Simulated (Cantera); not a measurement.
Cantera run:

```python
import numpy as np
import cantera as ct

gas_names = [...]  # 77 gases of nasa_gas.yaml made of C, H, Ti
cond_names = """
    C(gr) C6H6(L) C7H8(L) C8H18(L),n-octa Ti(a) Ti(b) Ti(L) TiC(s) TiC(L)
""".split()


# ... load() reads the species with a 1 bar reference pressure and builds the phases ...
atoms = {
    'TiC': {'Ti': 1, 'C': 1},
    'H2': {'H': 2},
}
top_T = {'C(gr)': 4500}  # K; cautious upper limits of use, not melting points


# ... equilibrate(T, P, feed) seeds the gas with the atoms and calls Mixture.equilibrate('TP', solver="vcs", rtol=1e-11, max_steps=5000) ...
results = []
feed = {'TiC': 1, 'H2': 0.087}  # mol
T = 1673.15  # K
P = 133.322  # Pa
mix = equilibrate(T, P, feed)
results.append((T, P, feed, dict(zip(mix.species_names, mix.species_moles))))
print(gas.report(threshold=1e-06))
for i in range(1, mix.n_phases):
    print(f"{mix.phase(i).name:16s} {mix.phase_moles(i):12.5e} mol")
```

Output:

```
       temperature   1673.2 K
          pressure   133.32 Pa
           density   1.9291e-05 kg/m^3
  mean mol. weight   2.0129 kg/kmol
   phase of matter   gas

                          1 kg             1 kmol
                     ---------------   ---------------
          enthalpy        2.1181e+07        4.2633e+07  J
   internal energy        1.4269e+07        2.8722e+07  J
           entropy        1.1803e+05        2.3758e+05  J/K
    Gibbs function       -1.7631e+08       -3.5488e+08  J
 heat capacity c_p             16392             32994  J/K
 heat capacity c_v             12261             24679  J/K

                      mass frac. Y      mole frac. X     chem. pot. / RT
                     ---------------   ---------------   ---------------
                 H         0.0015617         0.0031186           -12.775
                H2           0.99844           0.99688            -25.55
     [  +75 minor]        8.9922e-07        5.1969e-08

C(gr)             0.00000e+00 mol
Ti(b)             0.00000e+00 mol
TiC(s)            1.00000e+00 mol
```

These are equilibrium values from Cantera (NASA tables, ideal gas, pure condensed phases), not measurements of a reactor. TiC: taken at fixed stoichiometry.
